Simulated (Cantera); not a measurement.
Thermodynamics of silicon carbide growth, feed Si(CH3)4 + HCl + H2 + C2H2

Charge: 1 mol Si(CH3)4, 0.072 mol HCl, 2000 mol H2, 0.22 mol C2H2, held at 13300 Pa.

Cantera equilibrium calculation (NASA polynomials, part measured and part estimated; ideal gas, pure solids and liquids). Candidate condensed phases: C, C6H6, C7H8, C8H18, Si, SiC; 109 gas species. Gases not in the tables: Si2H6 and higher silanes. Rates play no part.

```csv
T (°C),x H2,x H,x C2H2 (acetylene),x Si,x SiH,x CH4,x SiH2,n SiC(s)
1800,0.992,0.00717,0.000875,6.27e-5,1.31e-5,3.92e-5,1.32e-5,0.806
1850,0.989,0.00977,0.000929,0.000142,2.67e-5,3.07e-5,2.27e-5,0.575
1900,0.985,0.0131,0.00103,0.000304,5.14e-5,2.49e-5,3.70e-5,0.113
1950,0.981,0.0174,0.00106,0.000363,5.56e-5,1.96e-5,3.42e-5,0
2000,0.976,0.0227,0.00106,0.000381,5.29e-5,1.54e-5,2.81e-5,0
2050,0.969,0.0294,0.00106,0.000394,4.99e-5,1.22e-5,2.30e-5,0
2100,0.961,0.0375,0.00106,0.000404,4.68e-5,9.72e-6,1.87e-5,0
```
x: gas mole fraction; n: condensed amount in mol.

From 1800 °C to 1900 °C the condensed part is SiC(s). From 1950 °C to 2100 °C nothing is condensed. The main Si-bearing gas is Si throughout.
